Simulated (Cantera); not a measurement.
Cantera run, input and output.

```python
import numpy as np
import cantera as ct

gas = ct.Solution("h2o2.yaml")
gas.TPX = 1100, 29000, {'H2': 0.48, 'O2': 1, 'N2': 13}
reactor = ct.IdealGasConstPressureReactor(gas, energy="off", clone=False)
net = ct.ReactorNet([reactor])
net.rtol, net.atol = 1e-08, 1e-18
show = ['H2', 'O2', 'H2O2', 'H', 'HO2', 'O']
times = np.geomspace(0.0001, 20, 14)

steps = ct.SolutionArray(gas, extra=["t"])
rows = []
print(f"{'t/s':>10s}{'T/K':>9s}{'P/Pa':>11s}" + "".join(f"{s:>11s}" for s in show))
for t in times:
    while net.time < t:
        t_next = net.step()
        steps.append(gas.state, t=t_next)
    rows.append([np.interp(t, steps.t, y) for y in (steps.T, steps.P, *steps(*show).X.T)])
    print(f"{t:10.3e}{rows[-1][0]:9.1f}{rows[-1][1]:11.4g}" + "".join(f"{x:11.3e}" for x in rows[-1][2:]))
rate = np.gradient(steps.T, steps.t)
print("integrator steps:", len(steps.t))
if steps.T.max() > steps.T[0] + 200:
    print(f"time of steepest temperature rise: {steps.t[rate.argmax()]:.4e} s")
gas.TPX = 1100, 29000, {'H2': 0.48, 'O2': 1, 'N2': 13}
gas.equilibrate("TP")
print(f"equilibrium (TP): T = {gas.T:.1f} K  " + "  ".join(f"{s} {gas[s].X[0]:.3e}" for s in show))
```

Result:

```
       t/s      T/K       P/Pa         H2         O2       H2O2          H        HO2          O
 1.000e-04   1100.0    2.9e+04  3.315e-02  6.906e-02  7.345e-13  1.276e-09  7.143e-10  4.416e-10
 2.557e-04   1100.0    2.9e+04  3.315e-02  6.906e-02  9.575e-12  3.829e-08  6.899e-09  1.411e-08
 6.539e-04   1100.0    2.9e+04  3.276e-02  6.886e-02  3.883e-08  1.764e-04  8.675e-06  6.432e-05
 1.672e-03   1100.0    2.9e+04  1.068e-03  5.338e-02  8.800e-07  1.402e-03  8.549e-06  1.210e-03
 4.276e-03   1100.0    2.9e+04  1.181e-04  5.334e-02  4.884e-07  2.525e-05  3.920e-06  1.019e-04
 1.094e-02   1100.0    2.9e+04  1.816e-05  5.336e-02  1.739e-07  1.176e-06  1.071e-06  1.327e-05
 2.797e-02   1100.0    2.9e+04  2.734e-06  5.337e-02  5.197e-08  9.131e-08  2.423e-07  2.411e-06
 7.152e-02   1100.0    2.9e+04  3.877e-07  5.337e-02  1.535e-08  9.764e-09  5.736e-08  5.593e-07
 1.829e-01   1100.0    2.9e+04  6.861e-08  5.337e-02  4.892e-09  1.435e-09  1.615e-08  1.596e-07
 4.677e-01   1100.0    2.9e+04  1.820e-08  5.337e-02  1.708e-09  2.686e-10  5.334e-09  5.271e-08
 1.196e+00   1100.0    2.9e+04  5.993e-09  5.337e-02  6.343e-10  5.771e-11  1.996e-09  1.896e-08
 3.058e+00   1100.0    2.9e+04  2.182e-09  5.337e-02  2.455e-10  1.354e-11  9.066e-10  7.192e-09
 7.821e+00   1100.0    2.9e+04  8.789e-10  5.337e-02  1.008e-10  3.573e-12  6.009e-10  2.914e-09
 2.000e+01   1100.0    2.9e+04  4.537e-10  5.337e-02  5.015e-11  1.322e-12  5.820e-10  1.434e-09
integrator steps: 1656
equilibrium (TP): T = 1100.0 K  H2 3.594e-10  O2 5.337e-02  H2O2 3.789e-11  H 9.162e-13  HO2 6.081e-10  O 1.078e-09
```

Detailed kinetics in Cantera: the H2/O2 subset of GRI-Mech 3.0, which has no nitrogen chemistry.
